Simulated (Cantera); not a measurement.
## Thermodynamics of abatement and gas-phase synthesis, feed HI + H2O

Feed: 1 mol HI, 0.075 mol H2O, held at 10.0 mbar.

These are equilibrium values from Cantera (NASA tables, ideal gas, pure condensed phases), not measurements of a reactor. Candidate condensed phases: H2O, I2; 12 gas species. Kinetics and transport are ignored.

| T (K) | log p I | log p H | log p H2 | log p H2O | log p O | log p OH |
|---|---|---|---|---|---|---|
| 2398 | -2.22 | -3.09 | -2.58 | -3.37 | -5.30 | -4.62 |
| 2498 | -2.23 | -2.92 | -2.62 | -3.41 | -4.86 | -4.38 |
| 2598 | -2.24 | -2.76 | -2.68 | -3.48 | -4.46 | -4.20 |
| 2698 | -2.26 | -2.63 | -2.77 | -3.61 | -4.13 | -4.07 |
| 2798 | -2.28 | -2.53 | -2.87 | -3.81 | -3.87 | -4.02 |
| 2898 | -2.30 | -2.45 | -3.01 | -4.10 | -3.70 | -4.05 |
| 2998 | -2.31 | -2.39 | -3.17 | -4.47 | -3.60 | -4.16 |
| 3098 | -2.33 | -2.35 | -3.35 | -4.88 | -3.54 | -4.32 |
| 3198 | -2.33 | -2.33 | -3.54 | -5.31 | -3.51 | -4.51 |
log p: log10 of the partial pressure in bar; nothing condenses.

From 2398 K to 3198 K nothing is condensed.
